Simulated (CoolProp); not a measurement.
Vapour-liquid equilibrium of CH2F2 (R32) (1) + R142b (2) at 16.25 °C; x and y are mole fractions of (1).

Computed with CoolProp (multi-fluid Helmholtz-energy mixture model, Tillner-Roth 1997 and Lemmon 2006; pair parameters Bell 2016).

| x | bubble pressure, mixture model (MPa) | bubble pressure, Raoult's law (MPa) | y, mixture model | y, Raoult's law |
|---|---|---|---|---|
| 0.05 | … | 0.3094 | … | 0.215 |
| 0.15 | 0.4369 | 0.4165 | … | 0.478 |
| 0.25 | 0.5587 | 0.5237 | 0.620 | 0.634 |
| 0.35 | 0.6762 | 0.6308 | 0.715 | 0.736 |
| 0.45 | … | 0.7380 | 0.782 | 0.809 |
| 0.55 | 0.8907 | 0.8451 | … | 0.864 |
| 0.65 | 0.9889 | 0.9523 | 0.873 | 0.906 |
| 0.75 | … | 1.059 | … | 0.940 |
| 0.85 | … | 1.167 | 0.944 | 0.967 |
| 0.95 | 1.276 | 1.274 | 0.980 | 0.990 |

**Question.** Fill in the missing entries.

**Answer.** 
- 0.05, bubble pressure, mixture model (MPa): 0.3150
- 0.05, y, mixture model: 0.213
- 0.15, y, mixture model: 0.472
- 0.45, bubble pressure, mixture model (MPa): 0.7869
- 0.55, y, mixture model: 0.832
- 0.75, bubble pressure, mixture model (MPa): 1.084
- 0.75, y, mixture model: 0.909
- 0.85, bubble pressure, mixture model (MPa): 1.179

The largest gap from Raoult's law is +7.2 % in bubble pressure, at x = 0.35. No azeotrope shows between x = 0.05 and 0.95.

The pair parameters rest on a limited set of measurements; away from them the model extrapolates.
